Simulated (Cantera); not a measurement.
A perfectly stirred reactor is fed with CH₄ : O₂ : N₂ = 1 : 1.33 : 5.01 (molar parts), at 1300000 Pa; it is adiabatic with a 750 K inlet, and is followed from long to short residence time, starting on the burning branch (τ in s: 0.13, 0.05, 0.019, 0.007, 0.0026, 0.00099, 0.00037, 0.00014, 5.2e-05, 2e-05).

Cantera simulation using GRI-Mech 3.0 (53 species, 325 reactions); the numbers are that mechanism's predictions, not measurements. The pressure lies above the range GRI-Mech 3.0 was tuned for (to about 10 atm).

Q: Predict: blow-out, bracketed by the residence times tried; x(CH₄) at τ = 0.130 s; x(O₂) at τ = 0.130 s; x(H) at τ = 0.130 s; x(CH₃) at τ = 0.130 s; x(CH₄) at τ = 0.990 ms; x(O₂) at τ = 0.990 ms; x(NO₂) at τ = 0.990 ms; x(H) at τ = 0.990 ms; x(CH₃) at τ = 0.990 ms.

A: 
```json
{
  "blow_out_bracketed_by_the_residence_times_tried": "burning at 52.0 µs, out at 20.0 µs",
  "x(CH₄) at τ = 0.130 s": "5.79e-5",
  "x(O₂) at τ = 0.130 s": "9.61e-6",
  "x(H) at τ = 0.130 s": "0.000555",
  "x(CH₃) at τ = 0.130 s": "7.58e-6",
  "x(CH₄) at τ = 0.990 ms": "0.00260",
  "x(O₂) at τ = 0.990 ms": "0.000926",
  "x(NO₂) at τ = 0.990 ms": "2.39e-9",
  "x(H) at τ = 0.990 ms": "0.000666",
  "x(CH₃) at τ = 0.990 ms": "0.000434"
}
```
